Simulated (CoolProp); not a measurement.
Vapour pressure (bar) of ammonia: the reference equation beside estimates from Tc = 405.6 K, pc = 113.6 bar, ω = 0.256. Clausius-Clapeyron is anchored at 275.1 K with a constant enthalpy of vaporisation of 21.37 kJ/mol.

Model: reference Helmholtz-energy equation of state, Gao 2020, in CoolProp.

| T (K) | reference | Lee-Kesler | Clausius-Clapeyron | van der Waals | Soave-Redlich-Kwong |
|---|---|---|---|---|---|
| 275.1 | 4.615 | 4.588 | 4.615 | 19.36 | 4.588 |
| 285.8 | 6.730 | 6.738 | 6.547 | 23.57 | 6.733 |
| 296.6 | 9.557 | 9.612 | 9.084 | 28.38 | 9.610 |
| 307.3 | 13.17 | (withheld) | (withheld) | 33.72 | 13.30 |
| 318.1 | 17.79 | 17.96 | 16.32 | 39.73 | 18.02 |
| 328.8 | 23.48 | 23.70 | 21.22 | 46.32 | 23.84 |
| 339.6 | 30.50 | 30.75 | (withheld) | 53.62 | 31.02 |
| 350.3 | 38.91 | 39.16 | 34.29 | 61.53 | 39.60 |
| 361 | 48.94 | 49.16 | 42.62 | 70.13 | 49.80 |
| 371.8 | 60.91 | 61.10 | 52.41 | 79.51 | 61.91 |
| 382.5 | 74.85 | 75.01 | 63.60 | 89.53 | 75.90 |

Question: Complete the blanks.

Answer: 
- 307.3, Lee-Kesler: 13.29
- 307.3, Clausius-Clapeyron: 12.28
- 339.6, Clausius-Clapeyron: 27.21

Absolute difference from the reference over all 11 rows, mean and median: Lee-Kesler 0.6 and 0.6 %, Clausius-Clapeyron 8.8 and 9.6 %, van der Waals 124.6 and 97.3 %, Soave-Redlich-Kwong 1.2 and 1.4 %.
